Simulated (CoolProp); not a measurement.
The numbers come from the reference Helmholtz-energy equation of state, Akasaka 2024 in CoolProp.

Problem. Give the vapour pressure (kPa), liquid density (kg/m³), vapour Z of saturated R1132(E) at 50.25, 59.95 °C.

Solution. 
```json
[
 {"T (°C)": "50.25", "p (kPa)": "3030", "liquid density (kg/m³)": "800", "vapour Z": "0.632"},
 {"T (°C)": "59.95", "p (kPa)": "3740", "liquid density (kg/m³)": "738", "vapour Z": "0.561"}
]
```
